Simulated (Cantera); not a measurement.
Charge: 1 mol CaO, 16 mol HBr, 2 mol O2, equilibrated at 10.0 Torr.

Equilibrium computed with Cantera from the NASA thermochemical tables; the gas is ideal and each condensed phase is pure. Candidate condensed phases: Br2, Ca, CaBr2, CaO, Ca(OH)2, H2O; 19 gas species. Kinetics and transport are ignored.

Q: Which condensed phases are stable at each of these points (T (K)): 1050, 1150, 1250, 1350, 1450, 1550, 1650, 1750?

A: 
```tsv
T (K)	condensed phases	Ca condensed (%)
1050	CaBr2(l)	99.8
1150	CaBr2(l)	97.3
1250	CaBr2(l)	77.4
1350	gas only	0.0
1450	gas only	0.0
1550	gas only	0.0
1650	gas only	0.0
1750	gas only	0.0
```

From 1050 K to 1250 K the condensed part is CaBr2(l). From 1350 K to 1750 K nothing is condensed.
